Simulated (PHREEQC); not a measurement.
A column of 0.5 m (30 cells, dispersivity 0.04 m, 60 s a shift, diffusion coefficient 3e-10 m²/s) holds 0.0028 eq of the database's cation exchanger X per kg of pore water, first in equilibrium with 0.0014 mol KBr and 1e-05 mol HCl per kg of water. It is flushed with 0.0019 mol Na2SO4 and 1e-05 mol HCl per kg of water, at 25 °C. Values are for the last cell. CO2 from the air is kept out. Precipitation was switched off in this run.

Base run: PHREEQC, ion-association model, phreeqc.dat. Each further column changes one thing. The table gives Na in solution (mol/kgw).

```tsv
pore volumes	base	exchange capacity from 0.0028 to 0.0014 eq/kgw	dispersivity from 0.04 to 0.08 m
0	0	0	0
0.55	5.75e-5	0.000126	0.000241
1.217	0.00167	0.00210	0.00183
1.75	0.00263	0.00304	0.00264
2.283	0.00307	0.00341	0.00305
2.817	0.00330	0.00358	0.00328
3.483	0.00347	0.00369	0.00345
4.017	0.00356	0.00373	0.00353
```
